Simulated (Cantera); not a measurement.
Mixture: CH4 : H2 : O2 : N2 : H2O = 1 : 0.15 : 4.32 : 16.3 : 1.2 (molar parts), equivalence ratio 0.48, at 15.8 atm, adiabatic and at constant volume. Ignition delay is the time to a rise of 400 K.

Cantera simulation using GRI-Mech 3.0 (53 species, 325 reactions); the numbers are that mechanism's predictions, not measurements. The pressure lies above the range GRI-Mech 3.0 was tuned for (to about 10 atm).

### Question
Predict: delay at 1125 K; delay at 1175 K; delay at 1225 K; delay at 1275 K; delay at 1325 K; delay at 1375 K; apparent activation energy between 1275 and 1375 K.

### Answer
delay at 1125 K: 2.14 ms
delay at 1175 K: 1.09 ms
delay at 1225 K: 0.603 ms
delay at 1275 K: 0.358 ms
delay at 1325 K: 0.224 ms
delay at 1375 K: 0.145 ms
apparent activation energy between 1275 and 1375 K: 130 kJ/mol
